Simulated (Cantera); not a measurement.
An adiabatic, constant-pressure homogeneous reactor starts with CH4 : C2H6 : O2 : N2 = 1 : 0.26 : 2.43 : 24.3 (molar parts), at 1250 K and 233 Torr. Integrator tolerance rtol = 1e-08.

Computed with Cantera and GRI-Mech 3.0 (53 species, 325 reactions).

Q: What does this change do: initial temperature 1250 to 1375 K?

A: 
```tsv
quantity	before	after
time of steepest temperature rise	5.87 ms	1.98 ms
temperature at 2.00 s	2102 K	2207 K
equilibrium temperature	2102 K	2207 K
x(CH4) at 2.00 s	<1e-12 (gas-phase equilibrium <1e-12)	<1e-12 (gas-phase equilibrium <1e-12)
x(C2H6) at 2.00 s	<1e-12 (gas-phase equilibrium <1e-12)	<1e-12 (gas-phase equilibrium <1e-12)
x(O2) at 2.00 s	5.94e-5 (gas-phase equilibrium 5.93e-5)	0.000233 (gas-phase equilibrium 0.000233)
x(C2H) at 2.00 s	<1e-12 (gas-phase equilibrium <1e-12)	<1e-12 (gas-phase equilibrium <1e-12)
x(HO2) at 2.00 s	6.28e-9 (gas-phase equilibrium 6.27e-9)	2.51e-8 (gas-phase equilibrium 2.51e-8)
x(OH) at 2.00 s	0.000528 (gas-phase equilibrium 0.000528)	0.00115 (gas-phase equilibrium 0.00115)
```
